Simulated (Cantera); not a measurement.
Feed: 1 mol AlN, 87 mol HCl, 9.2 mol H2, 0.95 mol Cl2, held at 1202 °C and 0.0133 bar.

Equilibrium computed with Cantera from the NASA thermochemical tables; the gas is ideal and each condensed phase is pure. Candidate condensed phases: Al, AlCl3, AlN, NH4Cl; 20 gas species. The tables' values for AlCl2 are old estimates; treat these amounts as uncertain. Equilibrium is a limit: real reactors are often held back by kinetics, nucleation or transport.

Base state: HCl 0.884, H2 0.100, AlCl3 0.0102, N2 0.00515, Cl 0.000254, AlCl2 5.20e-5, H 3.56e-5 (mole fractions); condensed: gas only.

### Question
What changes in the equilibrium state with this change: Cl2 from 0.95 to 14 mol?

### Answer
```
species    before    after
-------  --------  -------
HCl         0.884    0.937
Cl       0.000254   0.0406
Cl2       3.54e-7  0.00906
H2          0.100  4.42e-6
AlCl3      0.0102  0.00889
AlCl2     5.20e-5  2.82e-7
H         3.56e-5  2.36e-7
```
